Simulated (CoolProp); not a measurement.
Vapour-liquid equilibrium of R22 (1) + n-hexane (2) at 268.6 K; x and y are mole fractions of (1).

Computed with CoolProp (multi-fluid Helmholtz-energy mixture model, Kamei 1995 and Thol 2019; pair parameters Bell 2016).

### Question
Give the bubble pressure and the first vapour's composition at x = 0.25, 0.45, 0.75. Is there an azeotrope?

### Answer
x = 0.25: 0.1614 MPa, y = 0.975; x = 0.45: 0.2459 MPa, y = 0.986; x = 0.75: 0.3361 MPa, y = 0.993. No azeotrope shows between x = 0.05 and 0.95.

The pair parameters rest on a limited set of measurements; away from them the model extrapolates. With so large a gap from Raoult's law the liquid may split in two, which this calculation doesn't test in full.
